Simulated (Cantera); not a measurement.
## Silicon epitaxy and polysilicon growth: SiH2Cl2 + Cl2 + H2

A closed system holds: 1 mol SiH2Cl2, 0.062 mol Cl2, 11 mol H2, held at 430 Pa.

Equilibrium computed with Cantera from the NASA thermochemical tables; the gas is ideal and each condensed phase is pure. Candidate condensed phases: Si; 19 gas species. The tables' values for SiCl3, SiCl are old estimates; treat these amounts as uncertain. Rates play no part.

From 900 K to 1600 K the condensed part is Si(s). The main Si-bearing gas is SiCl4 at 900 K and SiCl2 at 1600 K. The share of Si in condensed phases is highest at 1200 K (60.3 %) and lowest at 900 K (48.7 %).

```tsv
T (K)	log p H2	log p HCl	log p SiCl2	log p SiCl4	log p SiHCl3	log p SiCl3	log p H	log p SiH2Cl2	n Si(s)
900	-2.39	-4.23	-5.94	-3.84	-4.55	-5.73	-11.13	-6.27	0.487
1000	-2.40	-3.85	-5.07	-3.93	-4.63	-5.19	-9.84	-6.30	0.538
1100	-2.41	-3.57	-4.43	-4.15	-4.81	-4.86	-8.79	-6.40	0.590
1200	-2.42	-3.43	-4.06	-4.64	-5.20	-4.82	-7.92	-6.64	0.603
1300	-2.43	-3.39	-3.92	-5.40	-5.78	-5.05	-7.17	-7.01	0.590
1400	-2.43	-3.38	-3.87	-6.19	-6.38	-5.35	-6.53	-7.40	0.575
1500	-2.43	-3.39	-3.85	-6.91	-6.93	-5.63	-5.97	-7.75	0.560
1600	-2.43	-3.40	-3.83	-7.54	-7.41	-5.88	-5.48	-8.05	0.548
```
log p: log10 of the partial pressure in bar; n: condensed amount in mol.
